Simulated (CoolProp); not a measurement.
R236EA along the isotherm 347.6 K: density (kg/m³) from the reference equation and from simpler models built on Tc = 412.4 K, pc = 3.414 MPa, ω = 0.368; each cubic takes its own stable root.

Model: reference Helmholtz-energy equation of state, Rui 2013, in CoolProp.

```csv
p (MPa),phase,reference
0.4,gas,22.88
0.8,gas,51.14
1.2,liquid,1251
1.6,liquid,1254
2,liquid,1258
2.4,liquid,1262
2.8,liquid,1265
3.2,liquid,1269
3.6,liquid,1272
4,liquid,1275
4.4,liquid,1278
4.8,liquid,1281
5.2,liquid,1284
5.6,liquid,1287
6,liquid,1290
```

### Question
How far does each simpler model (Soave-Redlich-Kwong, Peng-Robinson) lie from the reference over these 15 states: mean and median of the absolute difference, and the worst?

### Answer
- Soave-Redlich-Kwong: mean 9.0 %, median 10.0 %, worst -11.5 % at 347.6 K and 1.2 MPa
- Peng-Robinson: mean 1.4 %, median 1.4 %, worst +2.5 % at 347.6 K and 6 MPa
